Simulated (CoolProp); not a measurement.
Vapour-liquid equilibrium of propane (1) + dimethyl ether (2) at 15.7 bar; x and y are mole fractions of (1).

Values from CoolProp's multi-fluid Helmholtz-energy mixture model, Lemmon 2009 and Wu 2011; pair parameters Bell 2016.

| x | bubble temperature (K) | y at the bubble point | dew temperature at overall composition x (K) | liquid density (mol/L) |
|---|---|---|---|---|
| 0.05 | ___ | 0.086 | 335.3 | 12.73 |
| 0.15 | 330.4 | 0.230 | 332.6 | 12.47 |
| 0.25 | 327.3 | 0.347 | 329.8 | 12.19 |
| 0.35 | 324.8 | 0.446 | 327.2 | 11.91 |
| 0.45 | 322.9 | 0.534 | 324.7 | 11.64 |
| 0.55 | 321.4 | 0.614 | ___ | 11.37 |
| 0.65 | 320.3 | 0.692 | 320.8 | ___ |
| 0.75 | 319.5 | 0.771 | 319.6 | 10.89 |
| 0.85 | 319.0 | 0.855 | 319.1 | 10.66 |
| 0.95 | 319.0 | 0.948 | 319.0 | ___ |

**Question.** What belongs in the gaps?

**Answer.** 
- 0.05, bubble temperature (K): 334.4
- 0.55, dew temperature at overall composition x (K): 322.6
- 0.65, liquid density (mol/L): 11.12
- 0.95, liquid density (mol/L): 10.45

y crosses x between x = 0.85 and 0.95: the model has an azeotrope there.

The pair parameters rest on a limited set of measurements; away from them the model extrapolates.
